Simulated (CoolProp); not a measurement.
Vapour-liquid equilibrium of ethane (1) + hydrogen sulfide (2) at 280.4 K; x and y are mole fractions of (1).

Values from CoolProp's multi-fluid Helmholtz-energy mixture model, Bücker 2006 and Lemmon 2006; pair parameters Kunz 2012.

Problem. Give the bubble pressure and the first vapour's composition at x = 0.125, 0.65, 0.8. Is there an azeotrope?

Solution. x = 0.125: 19.08 bar, y = 0.359; x = 0.65: 27.88 bar, y = 0.710; x = 0.8: 28.71 bar, y = 0.812. y crosses x between x = 0.8 and 0.875: the model has an azeotrope there.

The pair parameters rest on a limited set of measurements; away from them the model extrapolates.
